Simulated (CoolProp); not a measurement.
A Linde-Hampson liquefier for methane: isothermal reversible compression at 280 K from 1 atm to 40 MPa, throttling to 1 atm, return gas leaving the recuperator 2 K below the feed. Each further row changes one setting.

Values from CoolProp's reference Helmholtz-energy equation of state, Setzmann 1991.

| case | liquid yield per pass | compression work (kJ/kg of gas) |
|---|---|---|
| as stated | ? | 803 |
| high pressure 80 MPa | ? | ? |
| warm-end temperature 310 K | ? | 914 |
| warm-end gap 7 K | 0.275 | 803 |

Question: Fill in the missing entries.

Answer: 
- as stated, liquid yield per pass: 0.284
- high pressure 80 MPa, liquid yield per pass: 0.251
- high pressure 80 MPa, compression work (kJ/kg of gas): 934
- warm-end temperature 310 K, liquid yield per pass: 0.227
